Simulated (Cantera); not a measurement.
Input (Python, Cantera) and output of one run.

```python
import numpy as np
import cantera as ct

gas_names = """
    CL CL2 H HCL H2 N NH NH2 NH3 N2 N2H2 N2H4 Si SiCL SiCL2 SiCL3 SiCL4 SiH SiHCL3 SiH2 SiH2CL2 SiH3
    SiH3CL SiH4 SiN Si2 Si2N Si3
""".split()
cond_names = """
    NH4CL(a) NH4CL(b) Si(cr) Si(L) Si3N4(a)
""".split()


# ... load() reads the species with a 1 bar reference pressure and builds the phases ...
atoms = {
    'Si2Cl6': {'Si': 2, 'CL': 6},
    'NH3': {'N': 1, 'H': 3},
    'H2': {'H': 2},
}
top_T = {'Si3N4(a)': 2400}  # K; cautious upper limits of use, not melting points


# ... equilibrate(T, P, feed) seeds the gas with the atoms and calls Mixture.equilibrate('TP', solver="vcs", rtol=1e-11, max_steps=5000) ...
results = []
T = 1373.15  # K
P = 2900  # Pa
for m in [3.8, 4.5, 5.3, 6.3, 7.5, 8.9, 11, 13, 15]:
    feed = {'Si2Cl6': 1, 'NH3': m, 'H2': 4.5}  # mol
    mix = equilibrate(T, P, feed)
    results.append((T, P, feed, dict(zip(mix.species_names, mix.species_moles))))

top = {s: max(r[3][s] / sum(r[3][g] for g in gas_names) for r in results) for s in gas_names}
cols = sorted((s for s in top if top[s] > 0.0001), key=lambda s: -top[s])[:9]
seen = [c for c in cond_names if any(r[3].get(c, 0) > 1e-12 for r in results)]
print("log10 of partial pressures in bar; condensed amounts in mol")
print(f"{'n(NH3)':>10s}" + "".join(f"{s[:9]:>10s}" for s in cols + seen))
for T, P, feed, n in results:
    ng = sum(n[g] for g in gas_names)
    print(f"{feed['NH3']:10.4g}" + "".join(f"{np.log10(max(n[s] / ng * P / 1e5, 1e-99)):10.3f}" for s in cols)
          + "".join(f"{n.get(c, 0):10.4g}" for c in seen))
```

Result:

```
log10 of partial pressures in bar; condensed amounts in mol
    n(NH3)        H2       HCL        N2     SiCL4     SiCL2     SiCL3    SiHCL3  Si3N4(a)
       3.8    -1.789    -1.988    -2.771    -3.506    -3.555    -3.863    -4.506    0.5461
       4.5    -1.781    -2.009    -2.675    -3.671    -3.669    -4.002    -4.642    0.5705
       5.3    -1.773    -2.036    -2.596    -3.849    -3.784    -4.149    -4.784    0.5907
       6.3    -1.763    -2.072    -2.526    -4.058    -3.912    -4.317    -4.947    0.6084
       7.5    -1.752    -2.113    -2.465    -4.286    -4.046    -4.498    -5.123    0.6225
       8.9    -1.742    -2.160    -2.415    -4.525    -4.182    -4.686    -5.306    0.6332
        11    -1.730    -2.223    -2.363    -4.837    -4.356    -4.929    -5.543    0.6429
        13    -1.722    -2.277    -2.329    -5.093    -4.495    -5.127    -5.736    0.6484
        15    -1.715    -2.326    -2.304    -5.318    -4.616    -5.299    -5.905     0.652
```

Method: chemical equilibrium by Gibbs-energy minimisation in Cantera with the NASA 1993 tables (ideal gas, pure condensed phases). The feed counts by its element totals alone. The tables' values for SiCl3 are old estimates; treat these amounts as uncertain.
